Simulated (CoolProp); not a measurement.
Vapour-liquid equilibrium of p-xylene (1) + n-decane (2) at 0.00362 MPa; x and y are mole fractions of (1).

Values from CoolProp's multi-fluid Helmholtz-energy mixture model, Zhou 2012 and Lemmon 2006; pair parameters Bell 2016.

```
x     bubble temperature, mixture model (°C)  bubble temperature, Raoult's law (°C)  y, mixture model  y, Raoult's law
----  --------------------------------------  -------------------------------------  ----------------  ---------------
0.05                                    73.9                                   74.5             0.194            0.174
0.2                                     65.8                                   67.1             0.541            0.515
0.35                                    60.1                                   61.4             0.717            0.705
0.5                                     55.9                                   56.8             0.823            0.822
0.65                                    52.4                                   53.0             0.894            0.899
0.8                                     49.6                                   49.8             0.946            0.952
0.95                                    47.0                                   47.0             0.988            0.990
```

The largest gap from Raoult's law is -1.3 K in bubble temperature, at x = 0.2. No azeotrope shows between x = 0.05 and 0.95.

The pair parameters rest on a limited set of measurements; away from them the model extrapolates.
